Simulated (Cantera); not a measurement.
# Ignition delay

Mixture: 12.3 % CH4, 12.9 % O2, 74.9 % N2, at 85000 Pa, adiabatic and at constant volume. Ignition delay is the time to a rise of 400 K.

Cantera simulation using GRI-Mech 3.0 (53 species, 325 reactions); the numbers are that mechanism's predictions, not measurements.

```tsv
T0 (K)	delay (ms)
1025	1720
1075	735
1125	329
1175	154
1225	74.6
1275	37.3
1325	19.2
1375	10.2
1425	5.53
```

| Quantity | Value |
|---|---|
| apparent activation energy between 1325 and 1425 K | 200 kJ/mol |
